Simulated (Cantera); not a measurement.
Mixture: 6.40 % CH4, 14.9 % O2, 78.7 % N2, equivalence ratio 0.86, at 1.00 atm, adiabatic and at constant pressure. Ignition delay is the time to a rise of 400 K.

Cantera simulation using GRI-Mech 3.0 (53 species, 325 reactions); the numbers are that mechanism's predictions, not measurements.

Predict: delay at 1223 K; delay at 1323 K; delay at 1423 K; delay at 1523 K; delay at 1623 K; delay at 1723 K; apparent activation energy between 1523 and 1723 K.


| Property | Result |
|---|---|
| delay at 1223 K | 41.7 ms |
| delay at 1323 K | 11.0 ms |
| delay at 1423 K | 3.32 ms |
| delay at 1523 K | 1.16 ms |
| delay at 1623 K | 0.472 ms |
| delay at 1723 K | 0.223 ms |
| apparent activation energy between 1523 and 1723 K | 180 kJ/mol |
